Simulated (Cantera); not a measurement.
An isothermal, constant-pressure homogeneous reactor starts with CO : O₂ : H₂O : N₂ = 0.015 : 0.0043 : 0.0021 : 1 (molar parts), at 898 K and 0.493 atm.

Model: GRI-Mech 3.0 (53 species, 325 reactions), integrated in Cantera.

Q: Predict: x(CO) at 100 s; x(O₂) at 100 s; x(H₂O) at 100 s.

A: 
* **x(CO) at 100 s**: 0.00924 (gas-phase equilibrium 0.00515)
* **x(O₂) at 100 s**: 0.00150 (gas-phase equilibrium <1e-12)
* **x(H₂O) at 100 s**: 0.00202 (gas-phase equilibrium 0.000919)
